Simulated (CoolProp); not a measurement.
Computed with CoolProp (reference Helmholtz-energy equation of state, Span 2000).

Problem. For nitrogen, give the phase and the speed of sound (m/s), viscosity (µPa s), conductivity (mW/(m K)) at 496.45 °C and 59.6 bar; 177.55 °C and 60 bar.

Solution. 
- 496.45 °C and 59.6 bar: supercritical; speed of sound 573, viscosity 35.2, conductivity 54.8
- 177.55 °C and 60 bar: supercritical; speed of sound 448, viscosity 24.8, conductivity 37.7

Viscosity comes from a separate model (Lemmon 2004). Thermal conductivity comes from a separate model (Lemmon 2004).
